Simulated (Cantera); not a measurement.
A freely propagating, adiabatic, planar premixed flame of H2 : O2 : N2 = 1 : 0.455 : 1.71 (molar parts), equivalence ratio 1.1, unburnt at 323 K and 7500 Torr; mixture-averaged transport, grid criteria slope 0.08 and curve 0.16, no radiation.

Model: the H2/O2 subset of GRI-Mech 3.0, which has no nitrogen chemistry, integrated in Cantera. The hydrogen kinetics of GRI-Mech 3.0 are dated; newer H2 mechanisms differ, most at raised pressure. Burning velocities carry a grid error of a few per cent, more on coarse grids.

Question: What does this change do: O2 0.455 to 0.57 parts?

Answer: 
| quantity | before | after |
|---|---|---|
| laminar burning velocity | 210 cm/s | 191 cm/s |
| thermal thickness | 0.0231 mm | 0.0226 mm |
| peak x(HO2) | 0.00162 | 0.00174 |
| peak x(H2O2) | 0.000248 | 0.000289 |
| peak x(O) | 0.00358 | 0.00537 |
